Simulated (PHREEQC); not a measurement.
Consider water at 25 °C with 11 mmol/kgw FeSO4, 17 mmol/kgw ZnCl2, 0.064 mmol/kgw NaF and 0.18 mmol/kgw NaCl. Closed to the air; pH follows from the charge balance.

The numbers come from PHREEQC with the ion-association model, wateq4f.dat.

Precipitation was switched off in this run.

Q: Order these S species by the share of S that they hold, largest first: ZnSO4, FeSO4, Zn(SO4)2-2, SO4-2.

A: SO4-2 (53 %), ZnSO4 (29 %), FeSO4 (15 %), Zn(SO4)2-2 (2.8 %)

The pH is 5.52 and the ionic strength 0.0738 mol/kgw. Fluoro complexes past AlF4- and FeF3 are missing from the database.
